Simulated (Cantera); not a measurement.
A Cantera script and what it prints.

```python
import numpy as np
import cantera as ct

gas_names = [...]  # 113 gases of nasa_gas.yaml made of C, H, O, Ti
cond_names = """
    C(gr) C6H6(L) C7H8(L) C8H18(L),n-octa H2O(s) H2O(L) Ti(a) Ti(b) Ti(L) TiC(s) TiC(L) TiO(a) TiO(b)
    TiO(L) TiO2(ru) TiO2(L) Ti2O3(a) Ti2O3(b) Ti2O3(L) Ti3O5(a) Ti3O5(b) Ti3O5(L) Ti4O7(s) Ti4O7(L)
""".split()


# ... load() reads the species with a 1 bar reference pressure and builds the phases ...
atoms = {
    'Ti(OiPr)4': {'Ti': 1, 'C': 12, 'H': 28, 'O': 4},
    'H2O': {'H': 2, 'O': 1},
    'H2': {'H': 2},
}
top_T = {'C(gr)': 4500}  # K; cautious upper limits of use, not melting points


# ... equilibrate(T, P, feed) seeds the gas with the atoms and calls Mixture.equilibrate('TP', solver="vcs", rtol=1e-11, max_steps=5000) ...
results = []
feed = {'Ti(OiPr)4': 1, 'H2O': 7.7, 'H2': 21}  # mol
P = 9600  # Pa
for T in [1573, 1623, 1673, 1723, 1773, 1823, 1873, 1923, 1973, 2023, 2073]:
    mix = equilibrate(T, P, feed)
    results.append((T, P, feed, dict(zip(mix.species_names, mix.species_moles))))
    x = sorted(zip(gas.X, gas.species_names), reverse=True)
    print(f"T = {T:g} K  P = {P:g} Pa  gas = {mix.phase_moles(0):.4g} mol")
    print("   x: " + "  ".join(f"{s} {v:.3e}" for v, s in x if v > 0.0001))
    print("   condensed (mol): " + ("  ".join(f"{mix.phase(i).name} {mix.phase_moles(i):.4g}"
          for i in range(1, mix.n_phases) if mix.phase_moles(i) > 1e-12) or "none"))
```

It prints:

```
T = 1573 K  P = 9600 Pa  gas = 53.98 mol
   x: H2 7.908e-01  CO 2.089e-01  H2O 1.367e-04  H 1.167e-04
   condensed (mol): TiC(s) 0.7229  Ti2O3(b) 0.1385
T = 1623 K  P = 9600 Pa  gas = 53.98 mol
   x: H2 7.908e-01  CO 2.089e-01  H 1.984e-04  H2O 1.427e-04
   condensed (mol): TiC(s) 0.7232  Ti2O3(b) 0.1384
T = 1673 K  P = 9600 Pa  gas = 53.98 mol
   x: H2 7.906e-01  CO 2.089e-01  H 3.268e-04  H2O 1.485e-04
   condensed (mol): TiC(s) 0.7234  Ti2O3(b) 0.1383
T = 1723 K  P = 9600 Pa  gas = 53.99 mol
   x: H2 7.905e-01  CO 2.088e-01  H 5.233e-04  H2O 1.541e-04
   condensed (mol): TiC(s) 0.7235  Ti2O3(b) 0.1382
T = 1773 K  P = 9600 Pa  gas = 54 mol
   x: H2 7.902e-01  CO 2.088e-01  H 8.162e-04  H2O 1.594e-04
   condensed (mol): TiC(s) 0.7236  Ti2O3(b) 0.1382
T = 1823 K  P = 9600 Pa  gas = 54.01 mol
   x: H2 7.898e-01  CO 2.088e-01  H 1.243e-03  H2O 1.645e-04
   condensed (mol): TiC(s) 0.7238  Ti2O3(b) 0.1381
T = 1873 K  P = 9600 Pa  gas = 54.03 mol
   x: H2 7.893e-01  CO 2.087e-01  H 1.851e-03  H2O 1.693e-04
   condensed (mol): TiC(s) 0.7239  Ti2O3(b) 0.138
T = 1923 K  P = 9600 Pa  gas = 54.05 mol
   x: H2 7.885e-01  CO 2.086e-01  H 2.700e-03  H2O 1.739e-04
   condensed (mol): TiC(s) 0.724  Ti2O3(b) 0.138
T = 1973 K  P = 9600 Pa  gas = 54.15 mol
   x: H2 7.864e-01  CO 2.095e-01  H 3.862e-03  H2O 1.721e-04
   condensed (mol): TiC(s) 0.6549  TiO(b) 0.3448
T = 2023 K  P = 9600 Pa  gas = 54.19 mol
   x: H2 7.850e-01  CO 2.093e-01  H 5.431e-03  H2O 1.652e-04
   condensed (mol): TiC(s) 0.6547  TiO(L) 0.3446
T = 2073 K  P = 9600 Pa  gas = 54.25 mol
   x: H2 7.832e-01  CO 2.091e-01  H 7.512e-03  H2O 1.539e-04
   condensed (mol): TiC(s) 0.6543  TiO(L) 0.3443
```

These are equilibrium values from Cantera (NASA tables, ideal gas, pure condensed phases), not measurements of a reactor. The feed counts by its element totals alone. Mutual solubility and eutectic melting of coexisting phases are not modelled. TiC, TiO: taken at fixed stoichiometry. Condensed phases not in the tables: solid solutions among these carbides, nitrides and lower oxides.
